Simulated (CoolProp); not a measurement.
The numbers come from the reference Helmholtz-energy equation of state, Lemmon 2006 in CoolProp. It is a short technical equation, of lower accuracy than the large ones.

For R142b, give the phase and the cp (kJ/(kg K)), cv (kJ/(kg K)), speed of sound (m/s), Joule-Thomson coefficient (K/MPa) at 168.55 °C and 4050 kPa.


- 168.55 °C and 4050 kPa: gas; cp 1.52, cv 1.05, speed of sound 145, Joule-Thomson coefficient 10.9
